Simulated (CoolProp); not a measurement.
Model: reference Helmholtz-energy equation of state, Lemmon 2006, in CoolProp. It is a short technical equation, of lower accuracy than the large ones.

Problem. Give the vapour pressure (kPa), liquid density (kg/m³), vapour density (kg/m³), surface tension (mN/m) of saturated hydrogen sulfide at 282.1, 321 K.

Solution. 
| T (K) | p (kPa) | liquid density (kg/m³) | vapour density (kg/m³) | surface tension (mN/m) |
|---|---|---|---|---|
| 282.1 | 1330 | 813 | 22.4 | 14.3 |
| 321 | 3390 | 713 | 58.8 | 7.29 |

Surface tension comes from a separate correlation (Mulero 2012).
